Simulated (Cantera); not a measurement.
A Cantera script and what it prints.

```python
import numpy as np
import cantera as ct

gas_names = """
    O P4
""".split()
cond_names = """
    P4O10(s)
""".split()


# ... load() reads the species with a 1 bar reference pressure and builds the phases ...
species = {s.name: s for s in load("nasa_gas.yaml", gas_names) + load("nasa_condensed.yaml", cond_names)}
# Each term lists the table entries of one substance; the one whose range holds T is used.
reactions = {
    'P4O10 = 10 O(g) + P4(g)':
        [(-1, ['P4O10(s)']), (10, ['O']), (1, ['P4'])],
}


def pick(names, T):
    return next(species[n] for n in names if species[n].thermo.min_temp <= T <= species[n].thermo.max_temp)


results = []
for label, terms in reactions.items():
    print(label)
    print("     T/K   dH/kJ  dS/(J/K)   dG/kJ   log10 K")
    for T in [300, 425, 450, 475, 500, 525, 550, 575, 600, 625]:
        used = [(nu, pick(names, T)) for nu, names in terms]
        dH = sum(nu * s.thermo.h(T) for nu, s in used) / 1e6
        dS = sum(nu * s.thermo.s(T) for nu, s in used) / 1e3
        dG = dH - T * dS / 1e3
        logK = -dG * 1e6 / (ct.gas_constant * T * np.log(10))
        results.append((label, T, dH, dS, dG, logK, [s.name for _, s in used]))
        print(f"{T:8g} {dH:8.1f} {dS:8.1f} {dG:8.1f} {logK:8.2f}")
```

It prints:

```
P4O10 = 10 O(g) + P4(g)
     T/K   dH/kJ  dS/(J/K)   dG/kJ   log10 K
     300   5560.8   1662.3   5062.1  -881.37
     425   5566.4   1678.4   4853.1  -596.45
     450   5566.7   1679.1   4811.1  -558.45
     475   5566.7   1679.2   4769.1  -524.44
     500   5566.6   1678.9   4727.1  -493.83
     525   5566.2   1678.1   4685.2  -466.14
     550   5565.6   1677.0   4643.2  -440.97
     575   5564.7   1675.5   4601.3  -417.99
     600   5563.7   1673.7   4559.5  -396.93
     625   5562.4   1671.7   4517.6  -377.56
```

Cantera with NASA thermochemical tables; ideal gases at 1 bar, condensed phases pure. Condensed species are held in their standard states even where they would react or evaporate.
